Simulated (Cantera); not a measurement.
A perfectly stirred reactor is fed with CH₄ : O₂ : N₂ = 1 : 3.17 : 11.9 (molar parts), at 1.00 bar; it is adiabatic with a 323 K inlet, and is followed from long to short residence time, starting on the burning branch (τ in s: 0.15, 0.065, 0.028, 0.012, 0.0052, 0.0022, 0.00096, 0.00041, 0.00018, 7.6e-05, 3.3e-05, 1.4e-05, 6.1e-06).

Computed with Cantera and GRI-Mech 3.0 (53 species, 325 reactions).

**Question.** Predict: blow-out, bracketed by the residence times tried; x(CH₄) at τ = 0.150 s; x(O₂) at τ = 0.150 s; x(CH₂) at τ = 0.150 s; x(H₂) at τ = 0.150 s; x(CO) at τ = 0.150 s; x(CH₄) at τ = 0.960 ms; x(O₂) at τ = 0.960 ms; x(CH₂) at τ = 0.960 ms; x(H₂) at τ = 0.960 ms; x(CO) at τ = 0.960 ms.

**Answer.** 
| Quantity | Value |
|---|---|
| blow-out, bracketed by the residence times tried | burning at 0.410 ms, out at 0.180 ms |
| x(CH₄) at τ = 0.150 s | 9.89e-6 |
| x(O₂) at τ = 0.150 s | 0.0727 |
| x(CH₂) at τ = 0.150 s | 3.42e-8 |
| x(H₂) at τ = 0.150 s | 8.86e-5 |
| x(CO) at τ = 0.150 s | 0.000279 |
| x(CH₄) at τ = 0.960 ms | 0.000303 |
| x(O₂) at τ = 0.960 ms | 0.0762 |
| x(CH₂) at τ = 0.960 ms | 1.56e-6 |
| x(H₂) at τ = 0.960 ms | 0.00180 |
| x(CO) at τ = 0.960 ms | 0.00753 |
